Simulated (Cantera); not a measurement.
A closed system holds: 1 mol MgO, 0.17 mol C, a varied amount of H2, at 1927 °C and 0.293 Torr.

Equilibrium computed with Cantera from the NASA thermochemical tables; the gas is ideal and each condensed phase is pure. Candidate condensed phases: C, C6H6, C7H8, C8H18, H2O, Mg, MgCO3, MgO, Mg(OH)2; 116 gas species. Kinetics and transport are ignored.

### Question
What share of the Mg ends up in condensed phases as a function of n(H2) (mol), at 0.033, 0.041, 0.051, 0.064, 0.079, 0.098, 0.12, 0.15, 0.19, 0.23, 0.29, 0.36, 0.44?

### Answer
```tsv
n(H2) (mol)	Mg condensed (%)	as
0.033	78.0	MgO(s)
0.041	77.6	MgO(s)
0.051	77.0	MgO(s)
0.064	76.3	MgO(s)
0.079	75.4	MgO(s)
0.098	74.3	MgO(s)
0.12	73.0	MgO(s)
0.15	71.2	MgO(s)
0.19	68.8	MgO(s)
0.23	66.4	MgO(s)
0.29	62.7	MgO(s)
0.36	58.5	MgO(s)
0.44	53.6	MgO(s)
```
